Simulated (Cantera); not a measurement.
Input (Python, Cantera):

```python
import numpy as np
import cantera as ct

gas = ct.Solution("gri30.yaml", transport_model="mixture-averaged")
show = ['O', 'C2H2', 'CH4']

rows = []
print(f"{'T/K':>7s}{'rho':>11s}{'cp':>10s}{'mu':>11s}{'lambda':>11s}{'Pr':>7s}" + "".join(f"{'D_' + s:>11s}" for s in show))
for T in [400, 550, 700, 850, 1000, 1150]:
    gas.TPX = T, 13332, {'N2': 0.81}
    Pr = gas.cp_mass * gas.viscosity / gas.thermal_conductivity
    D = [gas.mix_diff_coeffs_mole[gas.species_index(s)] for s in show]
    rows.append([gas.density, gas.cp_mass, gas.viscosity, gas.thermal_conductivity, Pr, *D])
    print(f"{T:7g}{gas.density:11.4e}{gas.cp_mass:10.1f}{gas.viscosity:11.4e}"
          f"{gas.thermal_conductivity:11.4e}{Pr:7.3f}" + "".join(f"{d:11.4e}" for d in D))
print("SI units: kg/m3, J/kg/K, Pa s, W/m/K, m2/s")
```

Result:

```
    T/K        rho        cp         mu     lambda     Pr        D_O     D_C2H2      D_CH4
    400 1.1230e-01    1046.6 2.2340e-05 3.2779e-02  0.713 4.0557e-04 2.1327e-04 2.8372e-04
    550 8.1672e-02    1065.3 2.7888e-05 4.2097e-02  0.706 6.9719e-04 3.7295e-04 4.9213e-04
    700 6.4171e-02    1095.3 3.2807e-05 5.1187e-02  0.702 1.0460e-03 5.6467e-04 7.4179e-04
    850 5.2847e-02    1133.9 3.7305e-05 6.0019e-02  0.705 1.4472e-03 7.8548e-04 1.0291e-03
   1000 4.4920e-02    1169.5 4.1498e-05 6.8575e-02  0.708 1.8973e-03 1.0333e-03 1.3514e-03
   1150 3.9061e-02    1195.4 4.5455e-05 7.6851e-02  0.707 2.3937e-03 1.3066e-03 1.7069e-03
SI units: kg/m3, J/kg/K, Pa s, W/m/K, m2/s
```

Cantera simulation using GRI-Mech 3.0 (53 species, 325 reactions); the numbers are that mechanism's predictions, not measurements.
